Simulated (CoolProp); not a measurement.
Model: reference Helmholtz-energy equation of state, Smukala 2000, in CoolProp.

### Question
Give the vapour pressure (bar), liquid density (kg/m³), vapour density (kg/m³), enthalpy of vaporisation (kJ/kg) of saturated ethylene at 222.2, 236.8, 248.5 K.

### Answer
```tsv
T (K)	p (bar)	liquid density (kg/m³)	vapour density (kg/m³)	enthalpy of vaporisation (kJ/kg)
222.2	10.3	483	18.8	386
236.8	16.2	453	29.9	347
248.5	22.4	426	42.9	310
```
